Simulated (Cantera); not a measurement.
## Hydrocarbon pyrolysis for carbon deposition

A perfectly stirred reactor is fed with 1.49 % C2H6, 98.5 % H2, at 128 Torr; it is held at 1075 K, and followed from long to short residence time.

Detailed kinetics in Cantera: GRI-Mech 3.0 (53 species, 325 reactions). GRI-Mech 3.0 stops at C3 and has no aromatics, soot or wall deposition, so with more carbon than oxygen in the feed, carbon stays in small species such as C2H2 where larger ones or solid carbon would form.

| τ (s) | x C2H6 | x H2 | x CH2 | x H | x C2H4 | x CH4 |
|---|---|---|---|---|---|---|
| 3.3 | 0.00257 | 0.983 | <1e-12 | 1.36e-6 | 0.00969 | 0.00440 |
| 1.4 | 0.00378 | 0.984 | <1e-12 | 1.49e-6 | 0.00936 | 0.00288 |
| 0.56 | 0.00588 | 0.984 | <1e-12 | 1.61e-6 | 0.00793 | 0.00182 |
| 0.23 | 0.00865 | 0.985 | <1e-12 | 1.66e-6 | 0.00562 | 0.00107 |
| 0.096 | 0.0114 | 0.985 | <1e-12 | 1.63e-6 | 0.00321 | 0.000536 |
| 0.039 | 0.0134 | 0.985 | <1e-12 | 1.45e-6 | 0.00141 | 0.000202 |
| 0.016 | 0.0144 | 0.985 | <1e-12 | 1.08e-6 | 0.000474 | 5.21e-5 |
| 0.0067 | 0.0148 | 0.985 | <1e-12 | 6.19e-7 | 0.000118 | 9.08e-6 |
| 0.0028 | 0.0149 | 0.985 | <1e-12 | 2.85e-7 | 2.28e-5 | 1.66e-6 |
x: mole fraction; the columns are a selection and need not sum to one.
